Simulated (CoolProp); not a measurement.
Water at 754.08 K and 0.683 MPa flows at 0.73 m/s in a round tube of 20 mm bore and 0.25 µm roughness, fully developed (64/Re and Nu = 3.66 if laminar; Colebrook and Gnielinski if turbulent). Each further row changes one setting.

Values from CoolProp's reference Helmholtz-energy equation of state, Wagner 2002.

| case | Reynolds number | Darcy friction factor | pressure drop (Pa/m) | heat-transfer coefficient (W/(m² K)) | mass flow (kg/h) |
|---|---|---|---|---|---|
| as stated | ___ | ___ | 1.62 | 11.8 | 1.63 |
| velocity 1.46 m/s | 2070 | 0.0309 | ___ | 11.8 | ___ |
| diameter 40 mm | 2070 | 0.0309 | 0.406 | 5.92 | ___ |

**Question.** Complete the blanks.

**Answer.** 
- as stated, Reynolds number: 1040
- as stated, Darcy friction factor: 0.0617
- velocity 1.46 m/s, pressure drop (Pa/m): 3.25
- velocity 1.46 m/s, mass flow (kg/h): 3.26
- diameter 40 mm, mass flow (kg/h): 6.52

Viscosity comes from a separate model (Huber 2009). Thermal conductivity comes from a separate model (Huber 2012).
